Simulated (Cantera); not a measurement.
An adiabatic, constant-volume homogeneous reactor starts with 15.9 % H₂, 17.6 % O₂, 66.5 % N₂, equivalence ratio 0.45, at 1775 K and 500000 Pa.

Detailed kinetics in Cantera: the H2/O2 subset of GRI-Mech 3.0, which has no nitrogen chemistry. The hydrogen kinetics of GRI-Mech 3.0 are dated; newer H2 mechanisms differ, most at raised pressure.

Q: Predict: time of steepest temperature rise; temperature at 0.500 s; equilibrium temperature; x(H₂) at 0.500 s; x(O₂) at 0.500 s; x(O) at 0.500 s; x(H) at 0.500 s; x(H₂O) at 0.500 s; x(OH) at 0.500 s; x(HO₂) at 0.500 s.

A: 
| Property | Value |
|---|---|
| time of steepest temperature rise | 1.43 µs |
| temperature at 0.500 s | 2867 K |
| equilibrium temperature | 2867 K |
| x(H₂) at 0.500 s | 0.00500 (gas-phase equilibrium 0.00500) |
| x(O₂) at 0.500 s | 0.0969 (gas-phase equilibrium 0.0969) |
| x(O) at 0.500 s | 0.00800 (gas-phase equilibrium 0.00800) |
| x(H) at 0.500 s | 0.00267 (gas-phase equilibrium 0.00267) |
| x(H₂O) at 0.500 s | 0.152 (gas-phase equilibrium 0.152) |
| x(OH) at 0.500 s | 0.0241 (gas-phase equilibrium 0.0241) |
| x(HO₂) at 0.500 s | 3.76e-5 (gas-phase equilibrium 3.76e-5) |
